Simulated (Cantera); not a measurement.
Input: 1 mol CF₄, a varied amount of HCl, equilibrated at 1925 K and 0.0100 bar.

Cantera equilibrium calculation (NASA polynomials, part measured and part estimated; ideal gas, pure solids and liquids). Candidate condensed phases: C, C₆H₆, C₇H₈, C₈H₁₈; 118 gas species. Gases not in the tables: C₂F₆ and larger saturated fluorocarbons. The numbers say what is thermodynamically allowed, not how fast it happens.

Problem. Which condensed phases are stable at each of these points (n(HCl) (mol)): 0.041, 0.11, 0.19, 0.26, 0.33, 0.4, 0.48, 0.55, 0.62, 0.7, 0.77, 0.84?

Solution. 
| n(HCl) (mol) | condensed phases | C condensed (%) |
|---|---|---|
| 0.041 | gas only | 0.0 |
| 0.11 | gas only | 0.0 |
| 0.19 | C(graphite) | 1.8 |
| 0.26 | C(graphite) | 3.5 |
| 0.33 | C(graphite) | 5.1 |
| 0.4 | C(graphite) | 6.8 |
| 0.48 | C(graphite) | 8.7 |
| 0.55 | C(graphite) | 10.4 |
| 0.62 | C(graphite) | 12.1 |
| 0.7 | C(graphite) | 14.0 |
| 0.77 | C(graphite) | 15.7 |
| 0.84 | C(graphite) | 17.4 |

From 0.041 mol HCl to 0.11 mol HCl nothing is condensed. From 0.19 mol HCl to 0.84 mol HCl the condensed part is C(graphite).
